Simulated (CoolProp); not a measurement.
The fluoroketone C6F12O (FK-5-1-12) along the isobar 34.3 bar: Z from the reference equation and from simpler models built on Tc = 441.8 K, pc = 18.69 bar, ω = 0.471; each cubic takes its own stable root.

Computed with CoolProp (reference Helmholtz-energy equation of state, McLinden 2015).

```csv
T (K),phase,reference,Redlich-Kwong,Peng-Robinson
412.3,liquid,0.2596,0.3048,0.2600
418.1,liquid,0.2621,0.3081,0.2645
424,liquid,0.2654,0.3120,0.2701
429.8,liquid,0.2694,0.3165,0.2768
435.7,liquid,0.2745,0.3220,0.2851
441.5,liquid,0.2809,0.3282,0.2951
447.4,supercritical,0.2893,0.3357,0.3077
453.2,supercritical,0.3000,0.3444,0.3231
459.1,supercritical,0.3145,0.3548,0.3427
464.9,supercritical,0.3336,0.3669,0.3666
470.8,supercritical,0.3594,0.3813,0.3958
476.6,supercritical,0.3916,0.3980,0.4287
482.5,supercritical,0.4302,0.4177,0.4643
488.3,supercritical,0.4703,0.4394,0.4991
494.2,supercritical,0.5096,0.4635,0.5328
500,supercritical,0.5450,0.4882,0.5635
```
